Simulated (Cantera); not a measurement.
Cantera with NASA thermochemical tables; ideal gases at 1 bar, condensed phases pure. Values are per mole of reaction as written; species without (g) are pure solids or liquids, kept so even where they would boil at 1 bar.

S2(g) + 6 PbO → 2 SO3(g) + 6 Pb, with ΔH° = 396.5 kJ and ΔS° = 275.8 J/K at 300 K.

**Question.** How far is the shortcut ΔG° ≈ ΔH°(300 K) − T·ΔS°(300 K) from the full temperature-dependent value at 1525, 1725, 1925, 2125, 2325 K?

**Answer.** 
| T (K) | shortcut (kJ) | full (kJ) | difference (kJ) | difference in log10 K | condensed phases |
|---|---|---|---|---|---|
| 1525 | -24.1 | 49.4 | -73.5 | 2.52 | PbO(l), Pb(l) |
| 1725 | -79.3 | 32.3 | -111.6 | 3.38 | PbO(l), Pb(l) |
| 1925 | -134.4 | 17.5 | -151.9 | 4.12 | PbO(l), Pb(l) |
| 2125 | -189.6 | 4.7 | -194.3 | 4.78 | PbO(l), Pb(l) |
| 2325 | -244.7 | -6.3 | -238.4 | 5.36 | PbO(l), Pb(l) |
The shortcut ignores heat capacities and the phase changes listed.
